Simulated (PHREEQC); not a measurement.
Dissolve 0.035 mol/kgw NaOH, 0.00015 mol/kgw H4SiO4 and 0.08 mol/kgw K3PO4 at 45 °C. Closed to the air; pH follows from the charge balance.

The numbers come from PHREEQC with the ion-association model, phreeqc.dat.

No solid was allowed to form.

Task: Order these P species by the share of P that they hold, largest first: KHPO4-, HPO4-2, NaHPO4-, PO4-3.

Result: PO4-3 (83 %), HPO4-2 (15 %), KHPO4- (1.4 %), NaHPO4- (0.22 %)

Task: Order these Si species by the share of Si that they hold, largest first: H2SiO4-2, H3SiO4-, H4SiO4.

Result: H3SiO4- (68 %), H2SiO4-2 (32 %), H4SiO4 (0.19 %)

The pH is 11.88 and the ionic strength 0.485 mol/kgw. At this temperature some constants are extrapolated from 25 °C, and those without enthalpy data are left unchanged.
